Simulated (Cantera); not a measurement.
Si3N4 + Si + H2 (sublimation and decomposition of ceramics)

Input: 1 mol Si3N4, 0.0074 mol Si, 1.8 mol H2, at 41.0 mbar.

Method: chemical equilibrium by Gibbs-energy minimisation in Cantera with the NASA 1993 tables (ideal gas, pure condensed phases). Candidate condensed phases: Si, Si3N4; 18 gas species. Mutual solubility and eutectic melting of coexisting phases are not modelled. The tables' values for SiN are old estimates; treat these amounts as uncertain. Gases not in the tables: Si2H6 and higher silanes. Equilibrium is a limit: real reactors are often held back by kinetics, nucleation or transport.

```csv
T (K),x H2,x N2,x Si,x H,x Si2,x SiH,n Si(s),n Si3N4(s),n Si(l)
1598,0.993,0.00705,2.28e-6,0.000262,5.61e-9,1.01e-6,0.0266,0.994,0
1698,0.963,0.0367,1.60e-5,0.000701,6.97e-8,4.96e-6,0,0.966,0.110
1798,0.790,0.208,7.52e-5,0.00155,4.52e-7,1.55e-5,0,0.764,0.716
1898,0.472,0.525,0.000300,0.00265,2.39e-6,3.63e-5,0,0,3.01
1998,0.469,0.524,0.00104,0.00543,1.07e-5,9.80e-5,0,0,3.00
2098,0.464,0.522,0.00319,0.0104,4.13e-5,0.000239,0,0,2.99
2198,0.455,0.516,0.00882,0.0186,0.000141,0.000535,0,0,2.97
2298,0.439,0.505,0.0223,0.0313,0.000429,0.00110,0,0,2.90
2398,0.409,0.483,0.0522,0.0498,0.00119,0.00210,0,0,2.76
2498,0.360,0.442,0.114,0.0738,0.00304,0.00367,0,0,2.42
2598,0.280,0.367,0.234,0.0994,0.00719,0.00574,0,0,1.57
```
x: gas mole fraction; n: condensed amount in mol.

At 1598 K the condensed part is Si(s) + Si3N4(s). From 1698 K to 1798 K the condensed part is Si(l) + Si3N4(s). From 1898 K to 2598 K the condensed part is Si(l). The main Si-bearing gas is SiH2 at 1598 K and Si at 2598 K.
